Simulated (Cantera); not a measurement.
Charge: 1 mol SiHCl3, 0.76 mol NH3, 9.5 mol N2, at 0.150 Torr.

Method: chemical equilibrium by Gibbs-energy minimisation in Cantera with the NASA 1993 tables (ideal gas, pure condensed phases). Candidate condensed phases: NH4Cl, Si, Si3N4; 28 gas species. The tables' values for SiCl3, SiCl are old estimates; treat these amounts as uncertain. Equilibrium is a limit: real reactors are often held back by kinetics, nucleation or transport.

x: gas mole fraction; n: condensed amount in mol.

```csv
T (°C),x N2,x HCl,x H2,x SiCl2,x SiCl4,x SiCl3,n Si3N4(s)
450,0.766,0.158,0.0549,8.22e-11,0.0217,8.45e-8,0.245
525,0.763,0.168,0.0498,6.60e-9,0.0192,1.06e-6,0.255
600,0.762,0.175,0.0458,2.46e-7,0.0172,8.49e-6,0.263
675,0.760,0.181,0.0427,5.13e-6,0.0156,4.87e-5,0.269
750,0.759,0.186,0.0403,6.77e-5,0.0143,0.000214,0.274
825,0.758,0.189,0.0386,0.000613,0.0127,0.000746,0.275
900,0.757,0.189,0.0385,0.00390,0.0101,0.00200,0.267
975,0.755,0.177,0.0428,0.0158,0.00529,0.00340,[?]
1050,0.755,0.149,0.0549,0.0366,0.00135,0.00301,[?]
1125,0.757,0.113,0.0713,0.0573,0.000222,0.00173,[?]
1200,0.759,0.0796,0.0862,0.0741,3.29e-5,0.000845,[?]
1275,0.759,0.0760,0.0876,0.0761,9.59e-6,0.000511,0
1350,0.758,0.0761,0.0870,0.0758,3.41e-6,0.000333,0
1425,0.756,0.0768,0.0856,0.0747,1.35e-6,0.000226,0
```

Question: Fill in the missing entries.

Answer: 
- 975, n Si3N4(s): 0.231
- 1050, n Si3N4(s): 0.161
- 1125, n Si3N4(s): 0.0794
- 1200, n Si3N4(s): 0.00810
